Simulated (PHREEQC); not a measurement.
Consider water at 25 °C with 0.0043 mol KCl, 0.0049 mol MgSO4 and 0.025 mol NaCl per kg of water. Closed to the air; pH follows from the charge balance.

Model: ion-association model, phreeqc.dat, run in PHREEQC.

```json
[
 {"quantity": "ionic strength (mol/kgw)", "before": "0.0450", "after": "0.270"},
 {"quantity": "Mg+2 (mol/kgw)", "before": "0.00406", "after": "0.00461"},
 {"quantity": "SO4-2 (mol/kgw)", "before": "0.00378", "after": "0.00345"},
 {"quantity": "MgSO4 (mol/kgw)", "before": "0.000842", "after": "0.000294"},
 {"quantity": "NaSO4- (mol/kgw)", "before": "0.000222", "after": "0.00113"},
 {"quantity": "MgOH+ (mol/kgw)", "before": "7.02e-8", "after": "5.68e-8"},
 {"quantity": "SI of Halite (NaCl)", "before": "-4.88", "after": "-3.06"}
]
```

What was changed between the two runs?
A) NaCl from 0.025 to 0.25 mol/kgw
B) KCl from 0.0043 to 0.00043 mol/kgw
C) diluted 100-fold with water
D) MgSO4 from 0.0049 to 0.00441 mol/kgw
E) diluted 5-fold with water

A, NaCl from 0.025 to 0.25 mol/kgw

This is a speciation only: nothing precipitates in the calculation.
